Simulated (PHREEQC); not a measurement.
A PHREEQC speciation (ion-association model, phreeqc.dat) at 25 °C gives pH 2.21 and these molalities:

```json
[
 {"species": "H+", "mol/kgw": "0.00678"},
 {"species": "SO4-2", "mol/kgw": "0.00388"},
 {"species": "HSO4-", "mol/kgw": "0.00162"},
 {"species": "Mn+2", "mol/kgw": "0.00126"},
 {"species": "MnSO4", "mol/kgw": "0.000341"},
 {"species": "Zn+2", "mol/kgw": "3.52e-5"},
 {"species": "ZnSO4", "mol/kgw": "1.24e-5"},
 {"species": "Zn(SO4)2-2", "mol/kgw": "3.96e-7"}
]
```

Q: What are the element totals, and what could have been dissolved in 1 kg of water to give them?

A: Several could match; the one computed here: totals Mn(2) 0.00160, S(6) 0.00585, Zn 4.80e-5 mol/kgw, from 0.0042 mol H2SO4, 4.8e-05 mol ZnSO4 and 0.0016 mol MnSO4 per kg of water.

Precipitation was switched off in this run. Species that the database lacks are ignored.
